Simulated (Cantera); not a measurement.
## Reactions in the system C-Cl-Ti

Cantera with NASA thermochemical tables; ideal gases at 1 bar, condensed phases pure. Values are per mole of reaction as written; species without (g) are pure solids or liquids, kept so even where they would boil at 1 bar. TiC: taken at fixed stoichiometry.

TiC + TiCl4(g) → 2 Ti + CCl4(g)

```json
[
 {"T (K)": "450", "ΔH° (kJ)": "852.0", "ΔS° (J/K)": "-6.1", "ΔG° (kJ)": "854.8", "log10 K": "-99.22"},
 {"T (K)": "460", "ΔH° (kJ)": "852.1", "ΔS° (J/K)": "-6.0", "ΔG° (kJ)": "854.8", "log10 K": "-97.07"},
 {"T (K)": "470", "ΔH° (kJ)": "852.1", "ΔS° (J/K)": "-6.0", "ΔG° (kJ)": "854.9", "log10 K": "-95.01"},
 {"T (K)": "480", "ΔH° (kJ)": "852.1", "ΔS° (J/K)": "-5.9", "ΔG° (kJ)": "855.0", "log10 K": "-93.04"},
 {"T (K)": "490", "ΔH° (kJ)": "852.2", "ΔS° (J/K)": "-5.8", "ΔG° (kJ)": "855.0", "log10 K": "-91.14"},
 {"T (K)": "500", "ΔH° (kJ)": "852.2", "ΔS° (J/K)": "-5.8", "ΔG° (kJ)": "855.1", "log10 K": "-89.33"},
 {"T (K)": "510", "ΔH° (kJ)": "852.2", "ΔS° (J/K)": "-5.7", "ΔG° (kJ)": "855.1", "log10 K": "-87.58"},
 {"T (K)": "520", "ΔH° (kJ)": "852.3", "ΔS° (J/K)": "-5.6", "ΔG° (kJ)": "855.2", "log10 K": "-85.90"},
 {"T (K)": "530", "ΔH° (kJ)": "852.3", "ΔS° (J/K)": "-5.5", "ΔG° (kJ)": "855.2", "log10 K": "-84.29"},
 {"T (K)": "540", "ΔH° (kJ)": "852.3", "ΔS° (J/K)": "-5.5", "ΔG° (kJ)": "855.3", "log10 K": "-82.73"}
]
```

3 TiCl4 + TiC → C + 4 TiCl3

```tsv
T (K)	ΔH° (kJ)	ΔS° (J/K)	ΔG° (kJ)	log10 K
450	-301.3	-246.3	-190.4	22.11
460	-302.0	-247.8	-188.0	21.34
470	-302.7	-249.3	-185.5	20.61
480	-303.4	-250.8	-183.0	19.91
490	-304.1	-252.2	-180.5	19.24
500	-304.8	-253.6	-177.9	18.59
510	-305.5	-255.0	-175.4	17.96
520	-306.1	-256.3	-172.8	17.36
530	-306.8	-257.7	-170.3	16.78
540	-307.5	-258.9	-167.7	16.22
```

8 TiCl3 + CCl4(g) → TiC + 7 TiCl4

```tsv
T (K)	ΔH° (kJ)	ΔS° (J/K)	ΔG° (kJ)	log10 K
450	84.3	438.5	-113.1	13.13
460	86.0	442.4	-117.5	13.34
470	87.8	446.2	-121.9	13.55
480	89.5	449.9	-126.4	13.76
490	91.3	453.5	-130.9	13.96
500	93.0	457.0	-135.5	14.15
510	94.7	460.4	-140.1	14.34
520	96.5	463.7	-144.7	14.53
530	98.2	467.0	-149.3	14.72
540	99.9	470.2	-154.0	14.90
```
